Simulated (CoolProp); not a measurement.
Nitrous oxide along the isobar 18.1 MPa: Z from the reference equation and from simpler models built on Tc = 309.5 K, pc = 7.245 MPa, ω = 0.161; each cubic takes its own stable root.

Model: reference Helmholtz-energy equation of state, Lemmon 2006, in CoolProp. It is a short technical equation, of lower accuracy than the large ones.

```json
[
 {"T (K)": "262.9", "phase": "liquid", "reference": "0.3564"},
 {"T (K)": "296.8", "phase": "liquid", "reference": "0.3606"},
 {"T (K)": "330.7", "phase": "supercritical", "reference": "0.3981"},
 {"T (K)": "364.5", "phase": "supercritical", "reference": "0.5124"},
 {"T (K)": "398.4", "phase": "supercritical", "reference": "0.6583"},
 {"T (K)": "432.3", "phase": "supercritical", "reference": "0.7616"},
 {"T (K)": "466.1", "phase": "supercritical", "reference": "0.8313"},
 {"T (K)": "500", "phase": "supercritical", "reference": "0.8806"}
]
```

Problem. How far does each simpler model (van der Waals, Redlich-Kwong, Soave-Redlich-Kwong, Peng-Robinson) lie from the reference over these 8 states: mean and median of the absolute difference, and the worst?

Solution. 
- van der Waals: mean 19.6 %, median 8.3 %, worst +48.1 % at 262.9 K and 18.1 MPa
- Redlich-Kwong: mean 5.3 %, median 3.4 %, worst +11.0 % at 330.7 K and 18.1 MPa
- Soave-Redlich-Kwong: mean 8.6 %, median 8.1 %, worst +13.6 % at 330.7 K and 18.1 MPa
- Peng-Robinson: mean 2.3 %, median 1.9 %, worst +5.0 % at 364.5 K and 18.1 MPa
